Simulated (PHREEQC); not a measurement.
A column of 0.2 m (30 cells, dispersivity 0.01 m, 3600 s a shift, diffusion coefficient 3e-10 m²/s) holds 0.002 eq of the database's cation exchanger X per kg of pore water, first in equilibrium with 0.00068 mol/kgw NaCl, 0.074 mol/kgw ZnCl2, 0.015 mol/kgw MnCl2 and 1e-05 mol/kgw HCl. It is flushed with 0.00033 mol MnCl2, 0.002 mol NaCl and 1e-05 mol HCl per kg of water, at 25 °C. Values are for the last cell. The system is closed to CO2. Nothing may precipitate in this run.

Base run: PHREEQC, ion-association model, phreeqc.dat. Each further column changes one thing. The table gives Zn in solution (mol/kgw).

```csv
pore volumes,base,exchange capacity from 0.002 to 0.001 eq/kgw,dispersivity from 0.01 to 0.02 m
0,0.0740,0.0740,0.0740
0.4167,0.0738,0.0738,0.0719
0.6833,0.0633,0.0633,0.0558
1.083,0.0252,0.0252,(withheld)
1.483,0.00595,(withheld),0.00950
1.883,0.00127,(withheld),0.00331
2.15,0.000556,0.000496,0.00167
2.55,0.000287,0.000226,0.000679
2.95,0.000223,0.000152,0.000359
3.35,0.000190,(withheld),(withheld)
3.617,0.000172,9.09e-5,0.000208
4.017,0.000147,6.68e-5,0.000173
```

Question: Fill in the missing entries.

Answer: 
- 1.083, dispersivity from 0.01 to 0.02 m: 0.0256
- 1.483, exchange capacity from 0.002 to 0.001 eq/kgw: 0.00590
- 1.883, exchange capacity from 0.002 to 0.001 eq/kgw: 0.00120
- 3.35, exchange capacity from 0.002 to 0.001 eq/kgw: 0.000111
- 3.35, dispersivity from 0.01 to 0.02 m: 0.000245
